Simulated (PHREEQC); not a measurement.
A column of 0.2 m (40 cells, dispersivity 0.016 m, 720 s a shift, diffusion coefficient 3e-10 m²/s) holds 0.0014 eq of the database's cation exchanger X per kg of pore water, first in equilibrium with 0.0044 mol KCl, 0.0058 mol (NH4)2SO4 and 1e-05 mol HCl per kg of water. It is flushed with 0.54 mmol/kgw KBr, 1.6 mmol/kgw Na2SO4 and 0.01 mmol/kgw HCl, at 15 °C. Values are for the last cell. The system is closed to CO2. No solid was allowed to form.

Base run: PHREEQC, ion-association model, phreeqc.dat. Each further column changes one thing. The table gives Na in solution (mol/kgw).

| pore volumes | base | exchange capacity from 0.0014 to 0.0007 eq/kgw | dispersivity from 0.016 to 0.032 m |
|---|---|---|---|
| 0 | 0 | 0 | 0 |
| 0.3125 | 3.33e-6 | ___ | 4.88e-5 |
| 0.6125 | 0.000377 | 0.000405 | 0.000693 |
| 0.9125 | 0.00132 | 0.00142 | 0.00153 |
| 1.212 | 0.00204 | 0.00221 | ___ |
| 1.512 | 0.00242 | 0.00263 | 0.00244 |
| 1.812 | 0.00265 | 0.00284 | 0.00263 |
| 2.112 | 0.00282 | 0.00298 | 0.00277 |
| 2.413 | 0.00295 | 0.00308 | 0.00287 |
| 2.712 | 0.00305 | 0.00313 | 0.00295 |
| 3.013 | 0.00311 | 0.00317 | ___ |

Complete the blanks.


- 0.3125, exchange capacity from 0.0014 to 0.0007 eq/kgw: 3.70e-6
- 1.212, dispersivity from 0.016 to 0.032 m: 0.00210
- 3.013, dispersivity from 0.016 to 0.032 m: 0.00301
